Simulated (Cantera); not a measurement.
Charge: 1 mol PbO, 0.1 mol O2, 0.35 mol H2, at 1 atm.

Cantera equilibrium calculation (NASA polynomials, part measured and part estimated; ideal gas, pure solids and liquids). Candidate condensed phases: H2O, Pb, PbO, PbO2, Pb3O4; 12 gas species. Equilibrium is a limit: real reactors are often held back by kinetics, nucleation or transport.

x: gas mole fraction; n: condensed amount in mol.

| T (K) | x H2O | x H2 | x Pb | x PbO | n Pb(l) | n PbO(red) | n PbO(yellow) |
|---|---|---|---|---|---|---|---|
| 625 | 1.000 | 2.21e-5 | 2.30e-11 | <1e-12 | 0.150 | 0.850 | 0 |
| 675 | 1.000 | 3.11e-5 | 3.34e-10 | <1e-12 | 0.150 | 0.850 | 0 |
| 725 | 1.000 | 4.22e-5 | 3.33e-9 | <1e-12 | 0.150 | 0.850 | 0 |
| 775 | 1.000 | 5.55e-5 | 2.46e-8 | 1.77e-11 | 0.150 | 0 | 0.850 |
| 825 | 1.000 | (withheld) | (withheld) | (withheld) | 0.150 | 0 | 0.850 |
| 875 | 1.000 | (withheld) | (withheld) | (withheld) | 0.150 | 0 | 0.850 |
| 925 | 1.000 | 0.000111 | 2.64e-6 | 2.01e-8 | 0.150 | 0 | 0.850 |

Problem. Some entries are withheld; supply them.

Solution. 
- 825, x H2: 7.13e-5
- 825, x Pb: 1.42e-7
- 825, x PbO: 2.48e-10
- 875, x H2: 8.97e-5
- 875, x Pb: 6.65e-7
- 875, x PbO: 2.54e-9
